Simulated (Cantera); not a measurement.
A closed system holds: 1 mol acetone, a varied amount of NH3, 5.6 mol H2, at 2800 K and 27.0 bar.

Equilibrium computed with Cantera from the NASA thermochemical tables; the gas is ideal and each condensed phase is pure. Candidate condensed phases: C, C6H6, C7H8, C8H18, H2O; 136 gas species. The feed counts by its element totals alone. Kinetics and transport are ignored.

At 0.84 mol NH3, list the 7 most abundant gas species with their mole fractions, and the condensed phases.

H2 0.818, CO 0.0882, C2H2 (acetylene) 0.0273, N2 0.0254, HCN 0.0199, H 0.0142, HNC 0.00317. Condensed: C(graphite).
